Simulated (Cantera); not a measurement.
A closed system holds: 1 mol HF, 0.015 mol SO2, 1.3 mol H2O, at 2877 °C and 0.0280 bar.

Cantera equilibrium calculation (NASA polynomials, part measured and part estimated; ideal gas, pure solids and liquids). Candidate condensed phases: H2O, H2SO4, S; 43 gas species. Kinetics and transport are ignored.

Base state: H 0.390, HF 0.232, O 0.183, H2 0.0709, OH 0.0553, O2 0.0274, H2O 0.0271, F 0.0102 (mole fractions); condensed: gas only.

Problem. What changes in the equilibrium state with this change: temperature from 2877 °C to 600 °C?

Solution. 
```tsv
species	before	after
H2O	0.0271	0.562
HF	0.232	0.432
SO2	0.000435	0.00648
H	0.390	<1e-9
O	0.183	<1e-9
OH	0.0553	<1e-9
O2	0.0274	<1e-9
F	0.0102	<1e-9
H2	0.0709	2.05e-7
SO	0.00175	<1e-9
S	0.00140	<1e-9
SH	5.80e-5	<1e-9
```
